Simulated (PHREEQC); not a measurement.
A solution holds 0.00073 mol/kgw CuSO4, 4e-06 mol/kgw HCl and 0.0003 mol/kgw H3BO3, at 90 °C. Closed to the air; pH follows from the charge balance.

All values are PHREEQC results (ion-association model, wateq4f.dat), not measurements.

* **pH**: 4.76
* **ionic strength**: 0.00261 mol/kgw

| species | molality | activity | log γ |
|---|---|---|---|
| SO4-2 | 0.000651 | 0.000505 | -0.110 |
| Cu+2 | 0.000637 | 0.000496 | -0.108 |
| H3BO3 | 0.000300 | 0.000300 | 0.000 |
| CuSO4 | 7.40e-5 | 7.40e-5 | 0.000 |
| H+ | 1.83e-5 | 1.72e-5 | -0.026 |
| Cu2(OH)2+2 | 9.40e-6 | 7.26e-6 | -0.112 |
| HSO4- | 4.94e-6 | 4.63e-6 | -0.028 |
| Cl- | 3.93e-6 | 3.68e-6 | -0.028 |
| CuOH+ | 3.07e-7 | 2.88e-7 | -0.028 |
| CuCl+ | 7.16e-8 | 6.71e-8 | -0.028 |
| Cu(OH)2 | 3.49e-8 | 3.49e-8 | 0.000 |
| H2BO3- | 2.84e-8 | 2.65e-8 | -0.029 |
| OH- | 2.30e-8 | 2.16e-8 | -0.028 |

No solid was allowed to form. Examples of supersaturated solids here: Tenorite (slow to form). Others may be too. Constants without temperature data keep their 25 °C values here.
